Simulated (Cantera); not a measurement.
An adiabatic, constant-volume homogeneous reactor starts with CO : H₂ : O₂ : N₂ : H₂O = 1 : 0.053 : 0.532 : 2.5 : 0.5 (molar parts), equivalence ratio 0.99, at 1050 K and 0.260 bar.

Cantera simulation using GRI-Mech 3.0 (53 species, 325 reactions); the numbers are that mechanism's predictions, not measurements.

Question: Predict: time of steepest temperature rise; temperature at 0.400 s; equilibrium temperature; x(CO) at 0.400 s; x(H₂) at 0.400 s; x(O₂) at 0.400 s; x(CO₂) at 0.400 s; x(OH) at 0.400 s.

Answer: 
| Item | Value |
|---|---|
| time of steepest temperature rise | 1.56 ms |
| temperature at 0.400 s | 2502 K |
| equilibrium temperature | 2502 K |
| x(CO) at 0.400 s | 0.0564 (gas-phase equilibrium 0.0564) |
| x(H₂) at 0.400 s | 0.00597 (gas-phase equilibrium 0.00597) |
| x(O₂) at 0.400 s | 0.0254 (gas-phase equilibrium 0.0254) |
| x(CO₂) at 0.400 s | 0.181 (gas-phase equilibrium 0.181) |
| x(OH) at 0.400 s | 0.0108 (gas-phase equilibrium 0.0108) |
